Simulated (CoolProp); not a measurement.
The fluid at 293.15 K and 0.255 MPa flows at 0.06 m/s in a round tube of 25 mm bore and 0.25 µm roughness, fully developed (64/Re and Nu = 3.66 if laminar; Colebrook and Gnielinski if turbulent). The same conditions are run with several fluids, on thermodynamics alone (safety and materials aside).

Model: reference Helmholtz-energy equation of state of each fluid (methane: Setzmann 1991; ethane: Bücker 2006; ammonia: Gao 2020; CH2F2 (R32): Tillner-Roth 1997; R134a: Tillner-Roth 1994), in CoolProp.

**Question.** Rank methane, ethane, ammonia, CH2F2 (R32), R134a by Reynolds number, highest first.

**Answer.** R134a (1470), CH2F2 (R32) (643), ethane (521), ammonia (279), methane (229)

| fluid | Darcy friction factor | pressure drop (Pa/m) | heat-transfer coefficient (W/(m² K)) | mass flow (kg/h) |
|---|---|---|---|---|
| methane | 0.280 | 0.0340 | 4.91 | 0.179 |
| ethane | 0.123 | 0.0284 | 3.00 | 0.340 |
| ammonia | 0.229 | 0.0303 | 3.61 | 0.195 |
| CH2F2 (R32) | 0.0996 | 0.0404 | 1.97 | 0.597 |
| R134a | 0.0436 | 0.0355 | 1.91 | 1.20 |

Transport values come from each fluid's own correlations; those of CH2F2 (R32), R134a are estimates that may be off by 10 % or more.
